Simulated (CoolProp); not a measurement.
Saturation properties of sulfur hexafluoride.

The numbers come from the reference Helmholtz-energy equation of state, Guder 2009 in CoolProp.

```tsv
T (K)	p (MPa)	liquid density (kg/m³)	vapour density (kg/m³)	liquid cp (kJ/(kg K))
243.3	0.4950	…	40.61	0.9017
249.1	0.6036	1710	49.38	0.9229
254.9	…	1677	59.65	0.9460
260.7	0.8730	1641	71.65	0.9714
266.5	1.037	1604	85.70	1.000
272.3	1.223	…	102.2	1.033
278.1	1.432	1522	121.6	1.073
283.9	…	…	144.6	1.122
289.6	1.923	1426	171.7	1.185
295.4	2.214	1370	205.5	1.274
```

Question: Fill in the missing entries.

Answer: 
- 243.3, liquid density (kg/m³): 1743
- 254.9, p (MPa): 0.7291
- 272.3, liquid density (kg/m³): 1564
- 283.9, p (MPa): 1.666
- 283.9, liquid density (kg/m³): 1476
